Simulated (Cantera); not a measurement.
A closed system holds: 1 mol SiO₂, a varied amount of C, 0.89 mol N₂, held at 1850 K and 10.0 mbar.

Equilibrium computed with Cantera from the NASA thermochemical tables; the gas is ideal and each condensed phase is pure. Candidate condensed phases: C, Si, SiC, SiO₂, Si₂N₂O, Si₃N₄; 34 gas species. The tables hold silica as quartz up to 1696 K and as liquid above; real silica turns to tridymite and cristobalite and melts near 1996 K. Kinetics and transport are ignored.

Problem. What share of the Si ends up in condensed phases as a function of n(C) (mol), at 0.071, 0.15, 0.24, 0.32, 0.41, 0.49, 0.58, 0.66, 0.74, 0.83, 0.91, 1?

Solution. 
```json
[
 {"n(C) (mol)": "0.071", "Si condensed (%)": "92.9", "as": "SiO₂(condensed)"},
 {"n(C) (mol)": "0.15", "Si condensed (%)": "85.0", "as": "SiO₂(condensed)"},
 {"n(C) (mol)": "0.24", "Si condensed (%)": "76.0", "as": "SiO₂(condensed)"},
 {"n(C) (mol)": "0.32", "Si condensed (%)": "68.0", "as": "SiO₂(condensed)"},
 {"n(C) (mol)": "0.41", "Si condensed (%)": "59.0", "as": "SiO₂(condensed)"},
 {"n(C) (mol)": "0.49", "Si condensed (%)": "51.0", "as": "SiO₂(condensed)"},
 {"n(C) (mol)": "0.58", "Si condensed (%)": "42.0", "as": "SiO₂(condensed)"},
 {"n(C) (mol)": "0.66", "Si condensed (%)": "34.0", "as": "SiO₂(condensed)"},
 {"n(C) (mol)": "0.74", "Si condensed (%)": "26.0", "as": "SiO₂(condensed)"},
 {"n(C) (mol)": "0.83", "Si condensed (%)": "17.0", "as": "SiO₂(condensed)"},
 {"n(C) (mol)": "0.91", "Si condensed (%)": "9.0", "as": "SiO₂(condensed)"},
 {"n(C) (mol)": "1", "Si condensed (%)": "0.0", "as": "-"}
]
```
